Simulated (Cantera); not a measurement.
Mixture: 8.05 % CH₄, 25.5 % O₂, 66.4 % N₂, at 91000 Pa, adiabatic and at constant volume. Ignition delay is the time to a rise of 400 K.

Detailed kinetics in Cantera: GRI-Mech 3.0 (53 species, 325 reactions).

At T0 = 1250 K, what is the delay, and which 7 reactions control it most (d ln τ / d ln k, from doubling and halving each rate constant)?

The delay is 13.6 ms.
```tsv
reaction	d ln τ / d ln k	faster rate
2 CH3 (+M) <=> C2H6 (+M)	0.55	lengthens it
CH3 + O2 <=> CH3O + O	-0.44	shortens it
CH3 + O2 <=> CH2O + OH	-0.35	shortens it
H + O2 <=> O + OH	-0.26	shortens it
CH2O + O2 <=> HCO + HO2	-0.24	shortens it
CH4 + H <=> CH3 + H2	0.24	lengthens it
CH3 + HO2 <=> CH3O + OH	-0.24	shortens it
```
